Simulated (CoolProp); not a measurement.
Vapour-liquid equilibrium of n-butane (1) + trans-2-butene (2) at 1.77 bar; x and y are mole fractions of (1).

Values from CoolProp's multi-fluid Helmholtz-energy mixture model, Bücker 2006 and Lemmon 2005; pair parameters Bell 2016.

Question: Give the bubble temperature and the first vapour's composition at x = 0.05, 0.5, 0.8. Is there an azeotrope?

Answer: x = 0.05: 289.4 K, y = 0.055; x = 0.5: 288.4 K, y = 0.508; x = 0.8: 288.3 K, y = 0.801. y crosses x between x = 0.8 and 0.95: the model has an azeotrope there.

The pair parameters rest on a limited set of measurements; away from them the model extrapolates.
